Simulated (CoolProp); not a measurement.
Vapour-liquid equilibrium of CH2F2 (R32) (1) + propylene (2) at 1.84 MPa; x and y are mole fractions of (1).

Computed with CoolProp (multi-fluid Helmholtz-energy mixture model, Tillner-Roth 1997 and Lemmon 2013; pair parameters Bell 2016).

```json
[
 {"x": "0.05", "bubble temperature (K)": "313.2", "y at the bubble point": "0.116", "dew temperature at overall composition x (K)": "316.0", "liquid density (mol/L)": "11.45"},
 {"x": "0.125", "bubble temperature (K)": "307.7", "y at the bubble point": "0.249", "dew temperature at overall composition x (K)": "312.8", "liquid density (mol/L)": "11.87"},
 {"x": "0.2", "bubble temperature (K)": "303.7", "y at the bubble point": "0.347", "dew temperature at overall composition x (K)": "309.7", "liquid density (mol/L)": "12.26"},
 {"x": "0.275", "bubble temperature (K)": "300.9", "y at the bubble point": "0.422", "dew temperature at overall composition x (K)": "306.6", "liquid density (mol/L)": "12.63"},
 {"x": "0.35", "bubble temperature (K)": "298.9", "y at the bubble point": "0.482", "dew temperature at overall composition x (K)": "303.6", "liquid density (mol/L)": "13.01"},
 {"x": "0.425", "bubble temperature (K)": "297.5", "y at the bubble point": "0.532", "dew temperature at overall composition x (K)": "300.8", "liquid density (mol/L)": "13.42"},
 {"x": "0.5", "bubble temperature (K)": "296.6", "y at the bubble point": "0.576", "dew temperature at overall composition x (K)": "298.4", "liquid density (mol/L)": "13.86"},
 {"x": "0.575", "bubble temperature (K)": "296.0", "y at the bubble point": "0.618", "dew temperature at overall composition x (K)": "296.6", "liquid density (mol/L)": "14.35"},
 {"x": "0.65", "bubble temperature (K)": "295.7", "y at the bubble point": "0.659", "dew temperature at overall composition x (K)": "295.7", "liquid density (mol/L)": "14.90"},
 {"x": "0.725", "bubble temperature (K)": "295.8", "y at the bubble point": "0.705", "dew temperature at overall composition x (K)": "295.9", "liquid density (mol/L)": "15.51"},
 {"x": "0.8", "bubble temperature (K)": "296.3", "y at the bubble point": "0.757", "dew temperature at overall composition x (K)": "296.9", "liquid density (mol/L)": "16.19"},
 {"x": "0.875", "bubble temperature (K)": "297.3", "y at the bubble point": "0.825", "dew temperature at overall composition x (K)": "298.4", "liquid density (mol/L)": "16.92"},
 {"x": "0.95", "bubble temperature (K)": "299.3", "y at the bubble point": "0.917", "dew temperature at overall composition x (K)": "300.1", "liquid density (mol/L)": "17.69"}
]
```

y crosses x between x = 0.65 and 0.725: the model has an azeotrope there.

Pair parameters are fitted to limited data, so mixtures are less certain than the pure fluids.
